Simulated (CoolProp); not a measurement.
Vapour-liquid equilibrium of propane (1) + R236FA (2) at 33.05 °C; x and y are mole fractions of (1).

Values from CoolProp's multi-fluid Helmholtz-energy mixture model, Lemmon 2009 and Pan 2012; pair parameters Bell 2016.

Task: Give the bubble pressure and the first vapour's composition at x = 0.05, 0.15, 0.25. Is there an azeotrope?

Result: x = 0.05: 0.4852 MPa, y = 0.278; x = 0.15: 0.6981 MPa, y = 0.516; x = 0.25: 0.8482 MPa, y = 0.619. y crosses x between x = 0.85 and 0.95: the model has an azeotrope there.

Pair parameters are fitted to limited data, so mixtures are less certain than the pure fluids. With so large a gap from Raoult's law the liquid may split in two, which this calculation doesn't test in full.
